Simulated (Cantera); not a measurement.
# Ignition delay

Mixture: CH4 : O2 : N2 = 1 : 2.53 : 9.52 (molar parts), equivalence ratio 0.79, at 1.00 bar, adiabatic and at constant pressure. Ignition delay is the time to a rise of 400 K.

Cantera simulation using GRI-Mech 3.0 (53 species, 325 reactions); the numbers are that mechanism's predictions, not measurements.

```csv
T0 (K),delay (ms)
1175,58.3
1225,28.5
1275,14.4
1325,7.58
1375,4.13
1425,2.34
1475,1.38
```

```json
{
 "apparent activation energy between 1375 and 1475 K": "180 kJ/mol"
}
```
